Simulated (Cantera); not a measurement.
An adiabatic, constant-volume homogeneous reactor starts with CH4 : O2 : N2 : CO2 = 1 : 0.833 : 3.13 : 0.92 (molar parts), equivalence ratio 2.4, at 1450 K and 3.80 bar. Integrator tolerance rtol = 1e-08.

Model: GRI-Mech 3.0 (53 species, 325 reactions), integrated in Cantera.

| quantity | before | after |
|---|---|---|
| time of steepest temperature rise | 1.37 ms | 0.480 s |
| temperature at 8.00 s | 2301 K | 1876 K |
| equilibrium temperature | 2301 K | 1876 K |
| x(CH4) at 8.00 s | 8.01e-10 (gas-phase equilibrium 8.89e-10) | 1.94e-8 (gas-phase equilibrium 2.11e-8) |
| x(O2) at 8.00 s | 1.31e-6 (gas-phase equilibrium 1.31e-6) | 2.25e-9 (gas-phase equilibrium 2.25e-9) |
| x(CO2) at 8.00 s | 0.0564 (gas-phase equilibrium 0.0564) | 0.0651 (gas-phase equilibrium 0.0651) |
| x(HCN) at 8.00 s | 5.09e-7 (gas-phase equilibrium 5.09e-7) | 7.20e-7 (gas-phase equilibrium 7.25e-7) |
| x(N2O) at 8.00 s | 3.30e-9 (gas-phase equilibrium 3.30e-9) | 5.18e-11 (gas-phase equilibrium 5.19e-11) |

Q: Name the change that produced these shifts.
(A) initial temperature 1450 to 1000 K
(B) pressure from 3.80 bar to 10.0 bar
(C) pressure from 3.80 bar to 1.40 bar
(D) N2 3.13 to 4.3 parts

A: A, initial temperature 1450 to 1000 K
